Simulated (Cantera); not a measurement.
An adiabatic, constant-pressure homogeneous reactor starts with 15.9 % H₂, 17.6 % O₂, 66.5 % N₂, equivalence ratio 0.45, at 1700 K and 91000 Pa.

Cantera simulation using the H2/O2 subset of GRI-Mech 3.0, which has no nitrogen chemistry; the numbers are that mechanism's predictions, not measurements.

x: mole fraction; the columns are a selection and need not sum to one.

```tsv
t (s)	T (K)	x H₂	x O₂	x OH	x H₂O₂	x H
3.00e-6	1700	0.159	0.176	1.25e-5	6.78e-8	4.16e-5
1.14e-5	1800	0.0207	0.0970	0.0190	9.66e-7	0.0524
4.34e-5	2169	0.0158	0.0939	0.0256	3.03e-7	0.0245
0.000165	2508	[?]	0.0962	0.0243	[?]	[?]
0.000628	2605	0.00502	0.0980	0.0208	4.00e-7	0.00294
0.00239	2605	0.00502	0.0980	0.0208	4.01e-7	0.00293
0.00909	2605	0.00502	0.0980	0.0208	4.01e-7	0.00293
0.0346	2605	0.00502	0.0980	0.0208	4.01e-7	0.00293
0.131	2605	0.00502	0.0980	0.0208	4.01e-7	0.00293
0.500	2605	0.00502	0.0980	0.0208	4.01e-7	0.00293
```

### Question
Complete the blanks.

### Answer

- 0.000165, x H₂: 0.00793
- 0.000165, x H₂O₂: 2.39e-7
- 0.000165, x H: 0.00632
